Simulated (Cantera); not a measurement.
# Thermodynamics of iron carbonyl, mercury and lead vapours, feed Pb + H₂

Input: 1 mol Pb, 0.23 mol H₂, at 1473 K and 1000 Pa.

Equilibrium computed with Cantera from the NASA thermochemical tables; the gas is ideal and each condensed phase is pure. Candidate condensed phases: Pb; 4 gas species. Kinetics and transport are ignored.

- x(Pb) = 0.813
- x(H₂) = 0.187
- x(Pb₂) = 0.000123
- x(H) = 5.47e-5
- gas amount = 1.230 mol
- log10 activity of Pb(l) (absent) = -0.36
